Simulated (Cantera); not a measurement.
Input: 1 mol TEOS, 7.2 mol O₂, 12 mol N₂, equilibrated at 1325 °C and 0.0133 bar.

Method: chemical equilibrium by Gibbs-energy minimisation in Cantera with the NASA 1993 tables (ideal gas, pure condensed phases). Candidate condensed phases: C, C₆H₆, C₇H₈, C₈H₁₈, H₂O, Si, SiC, SiO₂, Si₂N₂O, Si₃N₄; 151 gas species. The feed counts by its element totals alone. The tables hold silica as quartz up to 1696 K and as liquid above; real silica turns to tridymite and cristobalite and melts near 1996 K. Kinetics and transport are ignored.

What is the equilibrium state?


- x(N₂) = 0.400
- x(H₂O) = 0.195
- x(CO) = 0.181
- x(H₂) = 0.138
- x(CO₂) = 0.0852
- x(H) = 0.000172
- x(OH) = 9.41e-6
- x(SiO) = 1.30e-6
- n(SiO₂(β-quartz)) = 1.000 mol
- gas amount = 30.00 mol
- log10 activity of C(graphite) (absent) = -5.82
- log10 activity of Si(s) (absent) = -10.40
